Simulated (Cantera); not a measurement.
Feed: 1 mol CuO, 0.93 mol CH4, 0.29 mol H2, at 1.28 Torr.

These are equilibrium values from Cantera (NASA tables, ideal gas, pure condensed phases), not measurements of a reactor. Candidate condensed phases: C, C6H6, C7H8, C8H18, Cu, CuO, Cu(OH)2, Cu2O, H2O; 113 gas species. The numbers say what is thermodynamically allowed, not how fast it happens.

x: gas mole fraction; n: condensed amount in mol.

```
T (°C)        x H2        x CO        x Cu         x H       x H2O  n Cu(s)     n Cu(l)
------  ----------  ----------  ----------  ----------  ----------  -------  ----------
1052         0.680       0.298    0.000165     3.27e-5      0.0184    0.999           0
1152         0.678       0.298  (withheld)  (withheld)      0.0190        0       0.996
1252         0.673       0.296     0.00732    0.000471      0.0194        0       0.977
1352         0.654       0.289      0.0336     0.00138      0.0192        0       0.893
1452    (withheld)  (withheld)  (withheld)  (withheld)  (withheld)        0  (withheld)
1552         0.506       0.225       0.244     0.00760      0.0153        0           0
1652         0.499       0.224       0.243      0.0164      0.0154        0           0
1752         0.487       0.223       0.241      0.0326      0.0153        0           0
```

Fill in the missing entries.


- 1152, x Cu: 0.00128
- 1152, x H: 0.000136
- 1452, x H2: 0.588
- 1452, x CO: 0.260
- 1452, x Cu: 0.129
- 1452, x H: 0.00345
- 1452, x H2O: 0.0175
- 1452, n Cu(l): 0.543
